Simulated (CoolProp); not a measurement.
Vapour-liquid equilibrium of n-hexane (1) + o-xylene (2) at 0.0589 bar; x and y are mole fractions of (1).

The numbers come from the multi-fluid Helmholtz-energy mixture model, Thol 2019 and Zhou 2012; pair parameters Bell 2016 in CoolProp.

**Question.** Give the bubble temperature and the first vapour's composition at x = 0.65, 0.8, 0.875. Is there an azeotrope?

**Answer.** x = 0.65: 6.6 °C, y = 0.981; x = 0.8: 3.3 °C, y = 0.991; x = 0.875: 1.8 °C, y = 0.994. No azeotrope shows between x = 0.05 and 0.95.

The pair parameters rest on a limited set of measurements; away from them the model extrapolates.
